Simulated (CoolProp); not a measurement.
Properties of CH2F2 (R32) at several states (Tc = 351.3 K, pc = 5783 kPa, ω = 0.277).

Values from CoolProp's reference Helmholtz-energy equation of state, Tillner-Roth 1997.

```tsv
T (K)	p (kPa)	phase	density (kg/m³)	Joule-Thomson coefficient (K/MPa)	viscosity (µPa s)	Prandtl number
162.1	465	liquid	1367	-0.3312	888	6.03
295.3	7780	liquid	1005	0.02968	129	1.61
174.6	207	liquid	1336	-0.3235	666	4.64
```

Viscosity comes from a separate model (Bell 2016), an estimate that may be off by 10 % or more. Thermal conductivity comes from a separate model (Huber 2003), an estimate that may be off by 10 % or more.
